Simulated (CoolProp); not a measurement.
Vapour-liquid equilibrium of propylene (1) + 1-butene (2) at -33.15 °C; x and y are mole fractions of (1).

Computed with CoolProp (multi-fluid Helmholtz-energy mixture model, Lemmon 2013 and Lemmon 2005; pair parameters Bell 2016).

| x | bubble pressure (MPa) | y at the bubble point | dew pressure at overall composition x (MPa) | liquid density (mol/L) |
|---|---|---|---|---|
| 0.05 | 0.03872 | 0.235 | 0.03242 | 11.79 |
| 0.15 | 0.05406 | 0.505 | 0.03556 | 12.01 |
| 0.25 | 0.06943 | 0.657 | 0.03936 | 12.23 |
| 0.35 | 0.08483 | 0.754 | 0.04406 | 12.46 |
| 0.45 | 0.1003 | 0.822 | 0.05003 | 12.69 |
| 0.55 | 0.1158 | 0.873 | [?] | 12.93 |
| 0.65 | 0.1314 | 0.912 | 0.06855 | 13.17 |
| 0.75 | 0.1471 | 0.943 | 0.08401 | 13.42 |
| 0.85 | [?] | 0.969 | [?] | 13.67 |
| 0.95 | [?] | 0.990 | 0.1511 | 13.93 |

Fill in the missing entries.


- 0.55, dew pressure at overall composition x (MPa): 0.05786
- 0.85, bubble pressure (MPa): 0.1630
- 0.85, dew pressure at overall composition x (MPa): 0.1082
- 0.95, bubble pressure (MPa): 0.1791

No azeotrope shows between x = 0.05 and 0.95.

The pair parameters rest on a limited set of measurements; away from them the model extrapolates.
